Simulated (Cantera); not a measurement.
Feed: 1 mol CaCO₃, 1.3 mol O₂, 0.77 mol N₂, at 852 °C and 4.30 bar.

Cantera equilibrium calculation (NASA polynomials, part measured and part estimated; ideal gas, pure solids and liquids). Candidate condensed phases: C, Ca, CaCO₃, CaO; 27 gas species. Mutual solubility and eutectic melting of coexisting phases are not modelled. The numbers say what is thermodynamically allowed, not how fast it happens.

Base state: O₂ 0.551, N₂ 0.326, CO₂ 0.123, NO 0.000111 (mole fractions); condensed: CaCO₃(calcite) + CaO(s).

**Question.** What changes in the equilibrium state with this change: pressure from 4.30 bar to 0.360 bar?

**Answer.** 
```csv
species,before,after
O₂,0.551,0.423
CO₂,0.123,0.326
N₂,0.326,0.251
NO,0.000111,8.50e-5
"CaCO₃(calcite), mol",0.709,0
"CaO(s), mol",0.291,1.00
```

**Question.** What changes in the equilibrium state with this change: temperature from 852 °C to 1377 °C?

**Answer.** 
```tsv
species	before	after
O₂	0.551	0.422
CO₂	0.123	0.326
N₂	0.326	0.250
NO	0.000111	0.00190
NO₂	9.25e-6	1.99e-5
CaCO₃(calcite), mol	0.709	0
CaO(s), mol	0.291	1.00
```
